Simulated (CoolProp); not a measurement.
Properties of CH3F (R41) along the isotherm 82.85 °C (Tc = 44.1 °C, pc = 5.906 MPa, ω = 0.200).

Values from CoolProp's reference Helmholtz-energy equation of state, Lemmon 2006. It is a short technical equation, of lower accuracy than the large ones.

```
p (MPa)          phase  speed of sound (m/s)  Joule-Thomson coefficient (K/MPa)
-------  -------------  --------------------  ---------------------------------
1.85               gas                 313.5                                  …
3.69               gas                 296.7                                  …
5.54               gas                     …                              9.416
7.38     supercritical                 264.5                                  …
9.23     supercritical                 255.3                              6.753
11.1     supercritical                     …                                  …
12.9     supercritical                 307.3                              3.041
14.8     supercritical                 354.4                                  …
```

Task: What belongs in the gaps?

Result: 
- 1.85, Joule-Thomson coefficient (K/MPa): 10.56
- 3.69, Joule-Thomson coefficient (K/MPa): 10.09
- 5.54, speed of sound (m/s): 279.9
- 7.38, Joule-Thomson coefficient (K/MPa): 8.382
- 11.1, speed of sound (m/s): 268.3
- 11.1, Joule-Thomson coefficient (K/MPa): 4.629
- 14.8, Joule-Thomson coefficient (K/MPa): 2.080
